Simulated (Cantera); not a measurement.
A closed system holds: 1 mol Si, 1.9 mol NF3, held at 302 °C and 13.3 mbar.

These are equilibrium values from Cantera (NASA tables, ideal gas, pure condensed phases), not measurements of a reactor. Candidate condensed phases: Si, Si3N4; 16 gas species. Equilibrium is a limit: real reactors are often held back by kinetics, nucleation or transport.

**Question.** What is the equilibrium state?

**Answer.** 
| Item | Result |
|---|---|
| x(SiF4) | 0.445 |
| x(N2) | 0.300 |
| x(NF3) | 0.247 |
| x(F2) | 0.00813 |
| x(F) | 5.42e-5 |
| gas amount | 2.246 mol |
| log10 activity of Si(s) (absent) | -133.55 |
